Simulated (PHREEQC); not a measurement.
Solution (83 °C and 10 atm): 0.0041 mol/kgw KCl, 0.0022 mol/kgw FeCl2 and 0.018 mol/kgw NaCl. Closed to the air; pH follows from the charge balance.

Model: ion-association model, phreeqc.dat, run in PHREEQC.

```json
[
 {"quantity": "pH", "before": "5.43", "after": "5.70"},
 {"quantity": "FeCl+ (mol/kgw)", "before": "4.02e-5", "after": "2.25e-6"},
 {"quantity": "FeOH+ (mol/kgw)", "before": "4.21e-6", "after": "2.00e-6"},
 {"quantity": "SI of Halite (NaCl)", "before": "-5.09", "after": "-6.41"},
 {"quantity": "SI of Sylvite (KCl)", "before": "-5.27", "after": "-6.59"}
]
```

Question: Which change was made?
(A) temperature from 83 to 45 °C
(B) KCl from 0.0041 to 0.0082 mol/kgw
(C) diluted 5-fold with water
(D) 0.0018 mol/kgw Na2SO4 added

Answer: C, diluted 5-fold with water

This is a speciation only: nothing precipitates in the calculation. Away from 25 °C the constants follow the database's enthalpies or fits; those with neither stay at their 25 °C values.
